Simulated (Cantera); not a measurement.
A closed system holds: 1 mol Si, 0.8 mol HCl, 1.1 mol H2, held at 1348.15 K and 100000 Pa.

Equilibrium computed with Cantera from the NASA thermochemical tables; the gas is ideal and each condensed phase is pure. Candidate condensed phases: Si; 19 gas species. The tables' values for SiCl3 are old estimates; treat these amounts as uncertain. The numbers say what is thermodynamically allowed, not how fast it happens.

Base state: H2 0.802, HCl 0.0801, SiCl4 0.0497, SiHCl3 0.0283, SiCl2 0.0225, SiCl3 0.0149, SiH2Cl2 0.00234, SiH3Cl 5.52e-5 (mole fractions); condensed: Si(s).

Task: What changes in the equilibrium state with this change: pressure from 100000 Pa to 2100000 Pa?

Result: 
| species | before | after |
|---|---|---|
| H2 | 0.802 | 0.827 |
| SiHCl3 | 0.0283 | 0.0614 |
| SiCl4 | 0.0497 | 0.0496 |
| HCl | 0.0801 | 0.0380 |
| SiH2Cl2 | 0.00234 | 0.0111 |
| SiCl2 | 0.0225 | 0.00490 |
| SiCl3 | 0.0149 | 0.00696 |
| SiH4 | 5.37e-7 | 1.20e-5 |
| SiH3Cl | 5.52e-5 | 0.000567 |
| Si(s), mol | 0.794 | 0.773 |
Gases not in the tables: Si2H6 and higher silanes.

Task: What changes in the equilibrium state with this change: temperature from 1348.15 K to 898.15 K?

Result: 
| species | before | after |
|---|---|---|
| H2 | 0.802 | 0.864 |
| SiCl4 | 0.0497 | 0.0807 |
| SiHCl3 | 0.0283 | 0.0478 |
| HCl | 0.0801 | 0.00407 |
| SiCl2 | 0.0225 | 2.59e-5 |
| SiCl3 | 0.0149 | 0.000208 |
| SiH3Cl | 5.52e-5 | 3.66e-5 |
| SiH2Cl2 | 0.00234 | 0.00268 |
| Si(s), mol | 0.794 | 0.779 |
